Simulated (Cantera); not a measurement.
A closed system holds: 1 mol Si₃N₄, 1.9 mol Cl₂, 98 mol H₂, held at 10000 Pa.

Cantera equilibrium calculation (NASA polynomials, part measured and part estimated; ideal gas, pure solids and liquids). Candidate condensed phases: NH₄Cl, Si, Si₃N₄; 28 gas species. Mutual solubility and eutectic melting of coexisting phases are not modelled. Gases not in the tables: Si₂H₆ and higher silanes. The numbers say what is thermodynamically allowed, not how fast it happens.

Task: What share of the Si ends up in condensed phases as a function of T (°C), at 602, 702, 802, 902, 1002, 1102, 1202, 1302, 1402, 1502, 1602, 1702?

Result: 
| T (°C) | Si condensed (%) | as |
|---|---|---|
| 602 | 99.3 | Si₃N₄(s) |
| 702 | 99.5 | Si₃N₄(s) |
| 802 | 99.5 | Si₃N₄(s) |
| 902 | 99.4 | Si₃N₄(s) |
| 1002 | 99.0 | Si₃N₄(s) |
| 1102 | 97.5 | Si₃N₄(s) |
| 1202 | 94.4 | Si₃N₄(s) |
| 1302 | 89.1 | Si₃N₄(s) |
| 1402 | 88.0 | Si(s) + Si₃N₄(s) |
| 1502 | 88.8 | Si(l) |
| 1602 | 89.3 | Si(l) |
| 1702 | 88.9 | Si(l) |
